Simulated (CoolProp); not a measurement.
Vapour pressure (MPa) of dimethyl ether: the reference equation beside estimates from Tc = 400.4 K, pc = 5.337 MPa, ω = 0.196. Clausius-Clapeyron is anchored at 312.8 K with a constant enthalpy of vaporisation of 17.38 kJ/mol.

The numbers come from the reference Helmholtz-energy equation of state, Wu 2011 in CoolProp.

| T (K) | reference | Lee-Kesler | Clausius-Clapeyron | van der Waals | Redlich-Kwong | Soave-Redlich-Kwong | Peng-Robinson |
|---|---|---|---|---|---|---|---|
| 278.8 | 0.3236 | 0.3235 | 0.3902 | (withheld) | (withheld) | 0.3234 | 0.3226 |
| 283.7 | 0.3800 | 0.3805 | 0.4442 | 1.138 | 0.5167 | 0.3804 | 0.3788 |
| 288.5 | 0.4423 | 0.4434 | 0.5021 | 1.238 | 0.5931 | 0.4433 | 0.4407 |
| 293.4 | 0.5134 | 0.5152 | 0.5667 | 1.346 | 0.6789 | 0.5154 | 0.5117 |
| 298.2 | 0.5911 | 0.5937 | 0.6356 | 1.457 | 0.7713 | 0.5942 | 0.5892 |
| 303.1 | 0.6791 | 0.6825 | 0.7119 | 1.577 | 0.8743 | 0.6837 | 0.6772 |
| 307.9 | 0.7744 | 0.7787 | 0.7927 | 1.700 | 0.9843 | 0.7808 | 0.7727 |
| 312.8 | 0.8817 | 0.8868 | 0.8817 | 1.832 | 1.106 | 0.8901 | 0.8803 |
| 317.6 | 0.9970 | 1.003 | 0.9754 | 1.967 | 1.235 | 1.008 | 0.9962 |
| 322.4 | 1.123 | 1.130 | 1.076 | 2.108 | 1.375 | 1.137 | 1.123 |
| 327.3 | 1.264 | 1.271 | 1.186 | 2.259 | 1.527 | 1.280 | 1.265 |
| 332.1 | (withheld) | 1.422 | 1.300 | 2.413 | 1.688 | (withheld) | 1.416 |
| 337 | 1.579 | 1.588 | 1.425 | 2.577 | 1.864 | 1.603 | 1.584 |
| 341.8 | 1.756 | 1.765 | 1.554 | (withheld) | 2.047 | 1.784 | 1.762 |

Q: Some entries are withheld; supply them.

A: 
- 278.8, van der Waals: 1.042
- 278.8, Redlich-Kwong: 0.4464
- 332.1, reference: 1.413
- 332.1, Soave-Redlich-Kwong: 1.434
- 341.8, van der Waals: 2.745

Absolute difference from the reference over all 14 rows, mean and median: Lee-Kesler 0.5 and 0.5 %, Clausius-Clapeyron 8.4 and 7.8 %, van der Waals 123.1 and 113.7 %, Redlich-Kwong 26.7 and 26.3 %, Soave-Redlich-Kwong 0.9 and 0.9 %, Peng-Robinson 0.2 and 0.3 %.
